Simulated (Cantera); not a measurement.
A perfectly stirred reactor is fed with H2 : O2 = 0.0081 : 1 (molar parts), at 0.0340 bar; it is held at 1148 K, and followed from long to short residence time.

Cantera simulation using the H2/O2 subset of GRI-Mech 3.0, which has no nitrogen chemistry; the numbers are that mechanism's predictions, not measurements. Radical loss at walls, strong at low pressure, is not modelled.

**Question.** What does this change do: pressure from 0.0340 bar to 0.00670 bar?

**Answer.** 
```
quantity                  before     after
----------------------  --------  --------
x(H2) at τ = 4.60 s      1.79e-5   2.68e-5
x(O2) at τ = 4.60 s        0.992     0.990
x(H2O) at τ = 4.60 s     0.00800   0.00788
x(OH) at τ = 4.60 s      9.82e-5  0.000273
x(H2O2) at τ = 4.60 s    1.99e-8   7.37e-9
x(H2) at τ = 66.0 ms    0.000195  0.000442
x(O2) at τ = 66.0 ms       0.989     0.986
x(H2O) at τ = 66.0 ms    0.00761   0.00700
x(OH) at τ = 66.0 ms    0.000417  0.000798
x(H2O2) at τ = 66.0 ms   5.71e-8   1.78e-8
```

**Question.** What does this change do: O2 1 to 4.8 parts?

**Answer.** 
| quantity | before | after |
|---|---|---|
| x(H2) at τ = 4.60 s | 1.79e-5 | 8.16e-6 |
| x(O2) at τ = 4.60 s | 0.992 | 0.998 |
| x(H2O) at τ = 4.60 s | 0.00800 | 0.00166 |
| x(OH) at τ = 4.60 s | 9.82e-5 | 3.60e-5 |
| x(H2O2) at τ = 4.60 s | 1.99e-8 | 4.68e-9 |
| x(H2) at τ = 66.0 ms | 0.000195 | 0.000100 |
| x(O2) at τ = 66.0 ms | 0.989 | 0.997 |
| x(H2O) at τ = 66.0 ms | 0.00761 | 0.00150 |
| x(OH) at τ = 66.0 ms | 0.000417 | 0.000152 |
| x(H2O2) at τ = 66.0 ms | 5.71e-8 | 1.93e-8 |

**Question.** What does this change do: temperature 1148 to 1050 K?

**Answer.** 
```json
[
 {"quantity": "x(H2) at τ = 4.60 s", "before": "1.79e-5", "after": "3.65e-5"},
 {"quantity": "x(O2) at τ = 4.60 s", "before": "0.992", "after": "0.992"},
 {"quantity": "x(H2O) at τ = 4.60 s", "before": "0.00800", "after": "0.00800"},
 {"quantity": "x(OH) at τ = 4.60 s", "before": "9.82e-5", "after": "5.79e-5"},
 {"quantity": "x(H2O2) at τ = 4.60 s", "before": "1.99e-8", "after": "2.79e-8"},
 {"quantity": "x(H2) at τ = 66.0 ms", "before": "0.000195", "after": "0.000375"},
 {"quantity": "x(O2) at τ = 66.0 ms", "before": "0.989", "after": "0.990"},
 {"quantity": "x(H2O) at τ = 66.0 ms", "before": "0.00761", "after": "0.00750"},
 {"quantity": "x(OH) at τ = 66.0 ms", "before": "0.000417", "after": "0.000299"},
 {"quantity": "x(H2O2) at τ = 66.0 ms", "before": "5.71e-8", "after": "9.36e-8"}
]
```
